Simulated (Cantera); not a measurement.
## Stirred combustor or abatement burner

A perfectly stirred reactor is fed with CH₄ : H₂ : O₂ : N₂ = 1 : 0.049 : 3.11 : 17.8 (molar parts), at 4.93 atm; it is adiabatic with a 700 K inlet, and is followed from long to short residence time, starting on the burning branch (τ in s: 0.16, 0.072, 0.034, 0.016, 0.0072, 0.0034, 0.0016, 0.00073, 0.00034, 0.00016, 7.3e-05, 3.4e-05).

Computed with Cantera and GRI-Mech 3.0 (53 species, 325 reactions).

```
τ (s)    T (K)     x CH₄      x H₂    x O₂    x N₂O     x NO
-------  -----  --------  --------  ------  -------  -------
0.16      1737   4.92e-6   1.67e-5  0.0495  4.63e-7  8.79e-6
0.072     1736   8.71e-6   2.63e-5  0.0495  6.55e-7  7.32e-6
0.034     1734   1.46e-5   4.16e-5  0.0495  9.18e-7  6.81e-6
0.016     1732   2.42e-5   6.72e-5  0.0496  1.25e-6  6.69e-6
0.0072    1728   4.14e-5  0.000113  0.0497  1.61e-6  6.61e-6
0.0034    1723   6.89e-5  0.000185  0.0500  1.84e-6  6.30e-6
0.0016    1713  0.000117  0.000302  0.0505  1.87e-6  5.70e-6
0.00073   1696  0.000209  0.000506  0.0515  1.70e-6  4.85e-6
0.00034   1666  0.000408  0.000848  0.0534  1.38e-6  3.73e-6
0.00016    700    0.0455   0.00223   0.142   <1e-12   <1e-12
7.3e-5     700    0.0455   0.00223   0.142   <1e-12   <1e-12
3.4e-5     700    0.0455   0.00223   0.142   <1e-12   <1e-12
```
x: mole fraction; the columns are a selection and need not sum to one.
